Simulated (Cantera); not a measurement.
A Cantera script and what it prints.

```python
import numpy as np
import cantera as ct

gas_names = """
    F CuF2 N NF3
""".split()
cond_names = """
    Cu(cr) Cu(L)
""".split()


# ... load() reads the species with a 1 bar reference pressure and builds the phases ...
species = {s.name: s for s in load("nasa_gas.yaml", gas_names) + load("nasa_condensed.yaml", cond_names)}
# Each term lists the table entries of one substance; the one whose range holds T is used.
reactions = {
    'Cu + 2 F(g) = CuF2(g)':
        [(-1, ['Cu(cr)', 'Cu(L)']), (-2, ['F']), (1, ['CuF2'])],
    '3 CuF2(g) + 2 N(g) = 2 NF3(g) + 3 Cu':
        [(-3, ['CuF2']), (-2, ['N']), (2, ['NF3']), (3, ['Cu(cr)', 'Cu(L)'])],
}


def pick(names, T):
    return next(species[n] for n in names if species[n].thermo.min_temp <= T <= species[n].thermo.max_temp)


results = []
for label, terms in reactions.items():
    print(label)
    print("     T/K   dH/kJ  dS/(J/K)   dG/kJ   log10 K")
    for T in [300, 1348, 1548, 1748, 1948, 2148, 2348]:
        used = [(nu, pick(names, T)) for nu, names in terms]
        dH = sum(nu * s.thermo.h(T) for nu, s in used) / 1e6
        dS = sum(nu * s.thermo.s(T) for nu, s in used) / 1e3
        dG = dH - T * dS / 1e3
        logK = -dG * 1e6 / (ct.gas_constant * T * np.log(10))
        results.append((label, T, dH, dS, dG, logK, [s.name for _, s in used]))
        print(f"{T:8g} {dH:8.1f} {dS:8.1f} {dG:8.1f} {logK:8.2f}")
```

It prints:

```
Cu + 2 F(g) = CuF2(g)
     T/K   dH/kJ  dS/(J/K)   dG/kJ   log10 K
     300   -425.8    -83.7   -400.7    69.76
    1348   -442.5   -108.7   -296.0    11.47
    1548   -459.1   -120.7   -272.2     9.18
    1748   -462.4   -122.8   -247.8     7.41
    1948   -465.6   -124.5   -223.1     5.98
    2148   -468.7   -126.0   -198.1     4.82
    2348   -471.7   -127.3   -172.7     3.84
3 CuF2(g) + 2 N(g) = 2 NF3(g) + 3 Cu
     T/K   dH/kJ  dS/(J/K)   dG/kJ   log10 K
     300   -407.9   -486.8   -261.9    45.60
    1348   -380.0   -456.0    234.7    -9.10
    1548   -330.4   -419.9    319.7   -10.79
    1748   -320.0   -413.6    403.0   -12.04
    1948   -309.5   -408.0    485.2   -13.01
    2148   -299.1   -402.9    566.3   -13.77
    2348   -288.9   -398.3    646.4   -14.38
```

Standard-state values (1 bar) from the NASA 1993 polynomials, evaluated with Cantera. Condensed species are held in their standard states even where they would react or evaporate.
